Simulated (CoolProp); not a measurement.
Properties of methane along the isotherm -64.65 °C (Tc = -82.6 °C, pc = 4.599 MPa, ω = 0.011).

Values from CoolProp's reference Helmholtz-energy equation of state, Setzmann 1991.

```csv
p (MPa),phase,Z,speed of sound (m/s),expansivity (1/kK),conductivity (mW/(m K)),Prandtl number
2.3,gas,0.8606,351.0,7.547,25.7,0.871
4.6,supercritical,0.6839,320.9,15.29,32.5,1.24
6.9,supercritical,0.4425,314.8,46.02,56.3,2.79
9.2,supercritical,0.3822,442.2,21.03,71.4,2.19
11.5,supercritical,0.4213,546.9,12.42,79.8,1.80
13.8,supercritical,0.4724,625.2,9.205,86.3,1.63
16.1,supercritical,0.5263,688.6,7.513,91.6,1.54
18.4,supercritical,0.5808,742.5,6.451,96.4,1.49
20.7,supercritical,0.6352,789.8,5.714,101,1.45
23,supercritical,0.6893,832.1,5.168,104,1.42
```

Viscosity comes from a separate model (Quiñones-Cisneros 2006). Thermal conductivity comes from a separate model (Friend 1989).
